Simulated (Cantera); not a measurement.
Mixture: 14.3 % CH4, 0.499 % C2H6, 0.542 % C3H8, 23.5 % O2, 61.2 % N2, at 2.70 bar, adiabatic and at constant pressure. Ignition delay is the time to a rise of 400 K.

Model: GRI-Mech 3.0 (53 species, 325 reactions), integrated in Cantera.

Task: Predict: delay at 1250 K; delay at 1350 K; delay at 1450 K; delay at 1550 K; delay at 1650 K; apparent activation energy between 1550 and 1650 K.

Result: 
```json
{
 "delay at 1250 K": "2.59 ms",
 "delay at 1350 K": "0.670 ms",
 "delay at 1450 K": "0.206 ms",
 "delay at 1550 K": "76.5 µs",
 "delay at 1650 K": "34.0 µs",
 "apparent activation energy between 1550 and 1650 K": "170 kJ/mol"
}
```
